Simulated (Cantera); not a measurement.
A closed system holds: 1 mol Ta2O5, 1.3 mol CH4, 7.6 mol H2, at 1025 K and 10.0 mbar.

Equilibrium computed with Cantera from the NASA thermochemical tables; the gas is ideal and each condensed phase is pure. Candidate condensed phases: C, C6H6, C7H8, C8H18, H2O, Ta, TaC, Ta2O5; 113 gas species. Mutual solubility and eutectic melting of coexisting phases are not modelled. TaC: taken at fixed stoichiometry. Condensed phases not in the tables: Ta2C. Rates play no part.

Base state: H2 0.916, CO 0.0830, CH4 0.000600, H2O 0.000207, CO2 2.44e-5 (mole fractions); condensed: TaC(s) + Ta2O5(s).

### Question
What changes in the equilibrium state with this change: temperature from 1025 K to 2225 K?

### Answer
```csv
species,before,after
H2,0.916,0.825
CO,0.0830,0.109
H,4.17e-8,0.0588
TaO2,<1e-9,0.00280
CH4,0.000600,<1e-9
TaO,<1e-9,0.000591
"TaC(s), mol",0.370,0
"Ta2O5(s), mol",0.815,0
"Ta(s), mol",0,0.525
"Ta2O5(l), mol",0,0.717
```
Condensed phases not in the tables: Ta2C, N, O or C dissolved in the metal.
